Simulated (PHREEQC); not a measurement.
Solution (20 °C): 0.14 mol HF, 0.0055 mol KF, 0.00028 mol H3PO4 and 0.1 mol Na2HAsO4 per kg of water. Closed to the air; pH follows from the charge balance.

All values are PHREEQC results (ion-association model, wateq4f.dat), not measurements.

```yaml
pH: 3.57
ionic_strength: 0.201 mol/kgw
activity_of_water: 0.993
total_alkalinity: -40.3 meq/kg
```

```tsv
species	molality	activity	log γ
Na+	0.195	0.145	-0.128
H2AsO4-	0.0964	0.0721	-0.126
F-	0.0949	0.0673	-0.150
HF	0.0239	0.0251	0.020
HF2-	0.00876	0.00621	-0.150
K+	0.00550	0.00392	-0.147
NaF	0.00536	0.00562	0.020
```

This is a speciation only: nothing precipitates in the calculation. Species that the database lacks are ignored. H3PO4, which wateq4f.dat lacks, is added to it with the constant of phreeqc.dat.
